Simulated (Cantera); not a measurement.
Charge: 1 mol SiF₄, 1.1 mol N₂O, 0.1 mol H₂, held at 1550 K and 46000 Pa.

Equilibrium computed with Cantera from the NASA thermochemical tables; the gas is ideal and each condensed phase is pure. Candidate condensed phases: H₂O, Si, SiO₂, Si₂N₂O, Si₃N₄; 58 gas species. The tables hold silica as quartz up to 1696 K and as liquid above; real silica turns to tridymite and cristobalite and melts near 1996 K. Equilibrium is a limit: real reactors are often held back by kinetics, nucleation or transport.

Base state: N₂ 0.400, SiF₄ 0.346, O₂ 0.181, HF 0.0704, H₂O 0.00119, NO 0.00103, OH 1.52e-5 (mole fractions); condensed: SiO₂(β-quartz).

**Question.** What changes in the equilibrium state with this change: temperature from 1550 K to 1275 K?

**Answer.** 
```json
[
 {"species": "N₂", "before": "0.400", "after": "0.400"},
 {"species": "SiF₄", "before": "0.346", "after": "0.347"},
 {"species": "O₂", "before": "0.181", "after": "0.182"},
 {"species": "HF", "before": "0.0704", "after": "0.0674"},
 {"species": "H₂O", "before": "0.00119", "after": "0.00273"},
 {"species": "OH", "before": "1.52e-5", "after": "1.51e-6"},
 {"species": "NO", "before": "0.00103", "after": "0.000223"},
 {"species": "SiO₂(β-quartz), mol", "before": "0.0483", "after": "0.0462"}
]
```

**Question.** What changes in the equilibrium state with this change: temperature from 1550 K to 800 K?

**Answer.** 
```
species               before    after
-------------------  -------  -------
N₂                     0.400    0.404
SiF₄                   0.346    0.357
O₂                     0.181    0.183
HF                    0.0704   0.0381
H₂O                  0.00119   0.0176
OH                   1.52e-5    <1e-9
NO                   0.00103  1.34e-6
SiO₂(β-quartz), mol   0.0483        0
SiO₂(α-quartz), mol        0   0.0260
```
